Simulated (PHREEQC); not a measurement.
Solution (20 °C): 3.7 mol/kgw LiCl and 0.22 mol/kgw K2SO4. Closed to the air; pH follows from the charge balance.

Equilibrium calculation in PHREEQC: Pitzer model, pitzer.dat.

No solid was allowed to form.

Question: What activity of water does the model give?

Answer: activity of water 0.819.
